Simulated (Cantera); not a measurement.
Ignition delay

Mixture: H₂ : O₂ : N₂ : H₂O = 1 : 0.5 : 2.25 : 0.22 (molar parts), at 0.410 bar, adiabatic and at constant volume. Ignition delay is the time to a rise of 400 K.

Computed with Cantera and the H2/O2 subset of GRI-Mech 3.0, which has no nitrogen chemistry. Where the delays flatten at high temperature, the 400 K rule measures the pace of heat release, not the induction time.

```tsv
T0 (K)	delay (ms)
1048	0.352
1098	0.239
1148	0.175
1198	0.135
1248	0.109
1298	0.0911
1348	0.0791
1398	0.0710
1448	0.0657
```
